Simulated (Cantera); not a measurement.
A freely propagating, adiabatic, planar premixed flame of CH₄ : O₂ : N₂ = 1 : 1.67 : 6.27 (molar parts), equivalence ratio 1.2, unburnt at 575 K and 1.01 bar; multicomponent+Soret transport, grid criteria slope 0.08 and curve 0.16, no radiation.

Model: GRI-Mech 3.0 (53 species, 325 reactions), integrated in Cantera. Burning velocities carry a grid error of a few per cent, more on coarse grids.

Predict: laminar burning velocity; thermal thickness; peak x(HCN); peak x(HCO); peak x(H).


```json
{
  "laminar_burning_velocity": "110 cm/s",
  "thermal_thickness": "0.343 mm",
  "peak x(HCN)": "1.56e-5",
  "peak x(HCO)": "6.62e-5",
  "peak x(H)": "0.0111"
}
```
